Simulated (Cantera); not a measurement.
Feed: 1 mol B, 2.8 mol O₂, 21 mol N₂, held at 1.00 bar.

Equilibrium computed with Cantera from the NASA thermochemical tables; the gas is ideal and each condensed phase is pure. Candidate condensed phases: B, BN, B₂O₃; 17 gas species. The numbers say what is thermodynamically allowed, not how fast it happens. All values below are at 1825 °C.

Base state: N₂ 0.887, O₂ 0.0825, B₂O₃ 0.0193, NO 0.00659, BO₂ 0.00389, O 0.000394 (mole fractions); condensed: gas only.

Question: What changes in the equilibrium state with this change: pressure from 1.00 bar to 7.50 mbar?

Answer: 
```json
[
 {"species": "N₂", "before": "0.887", "after": "0.884"},
 {"species": "O₂", "before": "0.0825", "after": "0.0783"},
 {"species": "B₂O₃", "before": "0.0193", "after": "0.0152"},
 {"species": "BO₂", "before": "0.00389", "after": "0.0116"},
 {"species": "BO", "before": "5.64e-6", "after": "0.000199"},
 {"species": "O", "before": "0.000394", "after": "0.00443"}
]
```
